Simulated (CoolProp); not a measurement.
A single-stage vapour-compression cycle with the fluid: evaporating at 298.15 K (dew point), condensing at 325.15 K (bubble point), superheat 5 K, subcooling 0 K, compressor efficiency 0.75, no pressure losses. The same conditions are run with several fluids, on thermodynamics alone (safety and materials aside).

Computed with CoolProp (reference Helmholtz-energy equation of state of each fluid (R134a: Tillner-Roth 1994; ammonia: Gao 2020; R1233zd(E): Akasaka 2022; R236EA: Rui 2013; R115: Lemmon 2016; propane: Lemmon 2009)).

Q: Rank R134a, ammonia, R1233zd(E), R236EA, R115, propane by cooling COP, highest first.

A: R1233zd(E) (7.44), ammonia (7.24), R236EA (7.15), R134a (6.89), propane (6.72), R115 (6.08)

```json
[
 {"fluid": "R134a", "pressure ratio": "2.08", "discharge temperature (K)": "336.7", "refrigerating effect (kJ/kg)": "143", "volumetric capacity (kJ/m³)": "4480"},
 {"fluid": "ammonia", "pressure ratio": "2.13", "discharge temperature (K)": "372.5", "refrigerating effect (kJ/kg)": "1050", "volumetric capacity (kJ/m³)": "7960"},
 {"fluid": "R1233zd(E)", "pressure ratio": "2.39", "discharge temperature (K)": "333.6", "refrigerating effect (kJ/kg)": "162", "volumetric capacity (kJ/m³)": "1150"},
 {"fluid": "R236EA", "pressure ratio": "2.34", "discharge temperature (K)": "328.0", "refrigerating effect (kJ/kg)": "125", "volumetric capacity (kJ/m³)": "1670"},
 {"fluid": "R115", "pressure ratio": "1.92", "discharge temperature (K)": "329.7", "refrigerating effect (kJ/kg)": "66.7", "volumetric capacity (kJ/m³)": "4560"},
 {"fluid": "propane", "pressure ratio": "1.88", "discharge temperature (K)": "336.5", "refrigerating effect (kJ/kg)": "268", "volumetric capacity (kJ/m³)": "5360"}
]
```
